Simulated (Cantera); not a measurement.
Input: 1 mol Fe₃O₄, 2.7 mol CH₄, 0.21 mol H₂, equilibrated at 1475 °C and 5.30 bar.

Cantera equilibrium calculation (NASA polynomials, part measured and part estimated; ideal gas, pure solids and liquids). Candidate condensed phases: C, C₆H₆, C₇H₈, C₈H₁₈, Fe, Fe(CO)₅, FeO, Fe(OH)₂, Fe(OH)₃, Fe₂O₃, Fe₃O₄, H₂O; 114 gas species. The numbers say what is thermodynamically allowed, not how fast it happens.

Base state: H₂ 0.540, CO 0.304, H₂O 0.135, CO₂ 0.0211, H 7.30e-5 (mole fractions); condensed: Fe(δ).

Problem. What changes in the equilibrium state with this change: pressure from 5.30 bar to 0.0100 bar?

Solution. 
```json
[
 {"species": "H₂", "before": "0.540", "after": "0.538"},
 {"species": "CO", "before": "0.304", "after": "0.303"},
 {"species": "H₂O", "before": "0.135", "after": "0.135"},
 {"species": "H", "before": "7.30e-5", "after": "0.00168"},
 {"species": "Fe", "before": "2.56e-6", "after": "0.00135"},
 {"species": "CO₂", "before": "0.0211", "after": "0.0211"},
 {"species": "OH", "before": "1.07e-6", "after": "2.46e-5"},
 {"species": "Fe(δ), mol", "before": "3.00", "after": "2.99"}
]
```
